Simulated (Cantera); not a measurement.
A perfectly stirred reactor is fed with H₂ : O₂ : N₂ = 0.51 : 1 : 1.4 (molar parts), at 248 Torr; it is held at 1423 K, and followed from long to short residence time.

Cantera simulation using GRI-Mech 3.0 (53 species, 325 reactions); the numbers are that mechanism's predictions, not measurements. The temperature is held fixed by assumption; the heat of reaction is taken as removed at once.

Task: What does this change do: temperature 1423 to 1125 K?

Result: 
```json
[
 {"quantity": "x(H₂) at τ = 0.440 s", "before": "9.78e-5", "after": "0.000420"},
 {"quantity": "x(O₂) at τ = 0.440 s", "before": "0.280", "after": "0.281"},
 {"quantity": "x(NO₂) at τ = 0.440 s", "before": "6.59e-9", "after": "2.21e-9"},
 {"quantity": "x(NO) at τ = 0.440 s", "before": "1.40e-6", "after": "4.92e-8"},
 {"quantity": "x(HO₂) at τ = 0.440 s", "before": "3.17e-6", "after": "1.33e-5"},
 {"quantity": "x(H₂) at τ = 12.0 ms", "before": "0.00102", "after": "0.00374"},
 {"quantity": "x(O₂) at τ = 12.0 ms", "before": "0.279", "after": "0.281"},
 {"quantity": "x(NO₂) at τ = 12.0 ms", "before": "1.59e-9", "after": "6.29e-10"},
 {"quantity": "x(NO) at τ = 12.0 ms", "before": "8.59e-7", "after": "7.90e-8"},
 {"quantity": "x(HO₂) at τ = 12.0 ms", "before": "2.09e-5", "after": "5.70e-5"}
]
```
